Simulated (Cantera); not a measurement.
Feed: 1 mol B2O3, 2 mol F2, at 100 Torr.

Equilibrium computed with Cantera from the NASA thermochemical tables; the gas is ideal and each condensed phase is pure. Candidate condensed phases: B, B2O3; 21 gas species. Rates play no part.

Problem. Which condensed phases are stable at each of these points (T (°C)): 1075, 1125, 1175, 1225, 1275, 1325, 1375, 1425, 1475?

Solution. 
```
T (°C)  condensed phases  B condensed (%)
------  ----------------  ---------------
1075             B2O3(l)             13.4
1125             B2O3(l)             10.5
1175             B2O3(l)              5.8
1225            gas only              0.0
1275            gas only              0.0
1325            gas only              0.0
1375            gas only              0.0
1425            gas only              0.0
1475            gas only              0.0
```

From 1075 °C to 1175 °C the condensed part is B2O3(l). From 1225 °C to 1475 °C nothing is condensed.
